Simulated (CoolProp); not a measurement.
Values from CoolProp's reference Helmholtz-energy equation of state, McLinden 2015.

Task: For the fluoroketone C6F12O (FK-5-1-12), give the phase and the density (kg/m³), cp (kJ/(kg K)), cv (kJ/(kg K)), expansivity (1/kK) at 26.85 °C and 12.5 MPa; 26.85 °C and 14.5 MPa; 26.85 °C and 18.7 MPa.

Result: 
- 26.85 °C and 12.5 MPa: liquid; density 1650, cp 1.08, cv 0.888, expansivity 1.52
- 26.85 °C and 14.5 MPa: liquid; density 1660, cp 1.08, cv 0.888, expansivity 1.48
- 26.85 °C and 18.7 MPa: liquid; density 1670, cp 1.08, cv 0.889, expansivity 1.40
